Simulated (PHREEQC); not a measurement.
## Alkaline etch or developer

A solution holds 0.057 mol/kgw LiOH and 0.038 mol/kgw NH4HSO4, at 25 °C. Closed to the air; pH follows from the charge balance.

All values are PHREEQC results (ion-association model, phreeqc.dat), not measurements.

| Item | Value |
|---|---|
| pH | 9.44 |
| ionic strength | 0.103 mol/kgw |
| density | 1.000 g/cm³ |
| total alkalinity | 19.0 meq/kg |

```tsv
species	molality	activity	log γ
Li+	0.0541	0.0429	-0.100
SO4-2	0.0327	0.0120	-0.433
NH3	0.0190	0.0194	0.010
NH4+	0.0166	0.0123	-0.130
LiSO4-	0.00289	0.00226	-0.107
NH4SO4-	0.00245	0.00191	-0.108
OH-	3.69e-5	2.80e-5	-0.120
```

Precipitation was switched off in this run.
